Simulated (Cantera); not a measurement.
Feed: 1 mol CaCO₃, 0.85 mol C, 0.19 mol H₂O, at 133 Pa.

Method: chemical equilibrium by Gibbs-energy minimisation in Cantera with the NASA 1993 tables (ideal gas, pure condensed phases). Candidate condensed phases: C, C₆H₆, C₇H₈, C₈H₁₈, Ca, CaCO₃, CaO, Ca(OH)₂, H₂O; 115 gas species. Equilibrium is a limit: real reactors are often held back by kinetics, nucleation or transport. All values below are at 923 K.

Base state: CO 0.749, CO₂ 0.158, H₂ 0.0844, H₂O 0.00872 (mole fractions); condensed: CaO(s).

What changes in the equilibrium state with this change: C from 0.85 to 0.046 mol?


```csv
species,before,after
CO₂,0.158,0.791
H₂O,0.00872,0.135
CO,0.749,0.0552
H₂,0.0844,0.0192
"CaO(s), mol",1.00,1.00
```
